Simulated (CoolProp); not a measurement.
Dodecamethylpentasiloxane (MD3M) at several states: Z from the reference equation and from simpler models built on Tc = 354.9 °C, pc = 0.9540 MPa, ω = 0.730; each cubic takes its own stable root.

The numbers come from the reference Helmholtz-energy equation of state, Thol 2019 in CoolProp.

```json
[
 {"T (°C)": "222.45", "p (MPa)": "3.45", "phase": "liquid", "reference": "0.4714"},
 {"T (°C)": "87.35", "p (MPa)": "0.163", "phase": "liquid", "reference": "0.02585"},
 {"T (°C)": "-23.15", "p (MPa)": "2.73", "phase": "liquid", "reference": "0.5499"},
 {"T (°C)": "335.05", "p (MPa)": "0.995", "phase": "liquid", "reference": "0.1573"},
 {"T (°C)": "260.05", "p (MPa)": "4.1", "phase": "liquid", "reference": "0.5500"},
 {"T (°C)": "335.75", "p (MPa)": "0.112", "phase": "gas", "reference": "0.9494"}
]
```

**Question.** How far does each simpler model (van der Waals, Peng-Robinson) lie from the reference over these 6 states: mean and median of the absolute difference, and the worst?

**Answer.** 
- van der Waals: mean 59.4 %, median 65.1 %, worst +85.1 % at -23.15 °C and 2.73 MPa
- Peng-Robinson: mean 4.1 %, median 2.4 %, worst +9.6 % at 335.05 °C and 0.995 MPa
